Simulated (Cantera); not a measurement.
Mixture: CH4 : C2H6 : O2 : N2 = 1 : 0.095 : 1.94 : 7.31 (molar parts), equivalence ratio 1.2, at 5.00 bar, adiabatic and at constant pressure. Ignition delay is the time to a rise of 400 K.

Model: GRI-Mech 3.0 (53 species, 325 reactions), integrated in Cantera.

Task: What does this change do: C2H6 0.095 to 0.14 parts?

Result: 
```json
[
 {"quantity": "delay at 1275 K", "before": "0.843 ms", "after": "0.581 ms"},
 {"quantity": "delay at 1350 K", "before": "0.406 ms", "after": "0.282 ms"},
 {"quantity": "delay at 1425 K", "before": "0.203 ms", "after": "0.145 ms"},
 {"quantity": "delay at 1500 K", "before": "0.104 ms", "after": "77.8 µs"},
 {"quantity": "delay at 1575 K", "before": "55.1 µs", "after": "43.1 µs"},
 {"quantity": "delay at 1650 K", "before": "30.6 µs", "after": "24.9 µs"},
 {"quantity": "apparent activation energy between 1500 and 1650 K", "before": "170 kJ/mol", "after": "160 kJ/mol"}
]
```
